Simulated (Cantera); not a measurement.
What does this Cantera script print?

```python
import numpy as np
import cantera as ct

gas = ct.Solution("gri30.yaml")


def delay(T, t_max=10):
    gas.TPX = T, 100000, {'CH4': 1, 'H2': 0.9, 'O2': 2.23, 'N2': 8.37}
    reactor = ct.IdealGasReactor(gas, clone=False)
    net = ct.ReactorNet([reactor])
    net.rtol, net.atol = 1e-8, 1e-16
    while net.time < t_max:
        t_old, T_old = net.time, reactor.T
        net.step()
        if reactor.T > T + 400:  # ignition: a rise of 400 K
            return t_old + (T + 400 - T_old) / (reactor.T - T_old) * (net.time - t_old)
    return np.nan


taus = []
for T in [975, 1075, 1175, 1275, 1375, 1475, 1575, 1675, 1775]:
    taus.append(delay(T))
    print(f"T0 = {T:6g} K   tau = {taus[-1]:.4e} s")
```

Output:

```
T0 =    975 K   tau = 1.1699e-02 s
T0 =   1075 K   tau = 3.1159e-03 s
T0 =   1175 K   tau = 1.2238e-03 s
T0 =   1275 K   tau = 5.4610e-04 s
T0 =   1375 K   tau = 2.7158e-04 s
T0 =   1475 K   tau = 1.4925e-04 s
T0 =   1575 K   tau = 8.9078e-05 s
T0 =   1675 K   tau = 5.6499e-05 s
T0 =   1775 K   tau = 3.7406e-05 s
```

Model: GRI-Mech 3.0 (53 species, 325 reactions), integrated in Cantera. Below about 1000 K GRI-Mech 3.0 lacks low-temperature oxidation paths.
